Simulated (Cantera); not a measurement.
Charge: 1 mol CH3SiCl3, 8.6 mol H2, 0.92 mol C3H8, equilibrated at 2102 °C and 59000 Pa.

Equilibrium computed with Cantera from the NASA thermochemical tables; the gas is ideal and each condensed phase is pure. Candidate condensed phases: C, C6H6, C7H8, C8H18, Si, SiC; 109 gas species. The feed counts by its element totals alone. The tables' values for SiCl, SiCl3 are old estimates; treat these amounts as uncertain. Gases not in the tables: Si2H6 and higher silanes. Rates play no part.

Base state: H2 0.794, HCl 0.170, H 0.0164, SiCl2 0.0105, C2H2 (acetylene) 0.00493, Cl 0.00250, Si 0.000528, SiCl 0.000501 (mole fractions); condensed: C(graphite) + SiC(s).

Problem. What changes in the equilibrium state with this change: H2 from 8.6 to 3.9 mol?

Solution. 
```csv
species,before,after
H2,0.794,0.721
HCl,0.170,0.232
SiCl2,0.0105,0.0215
H,0.0164,0.0156
SiCl3,0.000117,0.000345
Cl,0.00250,0.00359
SiCl,0.000501,0.000718
C2HCl,9.78e-6,1.33e-5
"C(graphite), mol",2.79,2.91
"SiC(s), mol",0.814,0.748
```
